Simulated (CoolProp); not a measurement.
Vapour-liquid equilibrium of R13 (1) + n-butane (2) at -80.85 °C; x and y are mole fractions of (1).

Computed with CoolProp (multi-fluid Helmholtz-energy mixture model, Platzer 1990 and Bücker 2006; pair parameters Bell 2016). This equation is an older, rougher fit; its heat capacities, sound speeds and derivatives of the liquid may be far off and weren't checked against measurements.

Task: Give the bubble pressure and the first vapour's composition at x = 0.25, 0.55, 0.65. Is there an azeotrope?

Result: x = 0.25: 0.05061 MPa, y = 0.983; x = 0.55: 0.07288 MPa, y = 0.990; x = 0.65: 0.07831 MPa, y = 0.992. No azeotrope shows between x = 0.05 and 0.95.

Pair parameters are fitted to limited data, so mixtures are less certain than the pure fluids. With so large a gap from Raoult's law the liquid may split in two, which this calculation doesn't test in full.
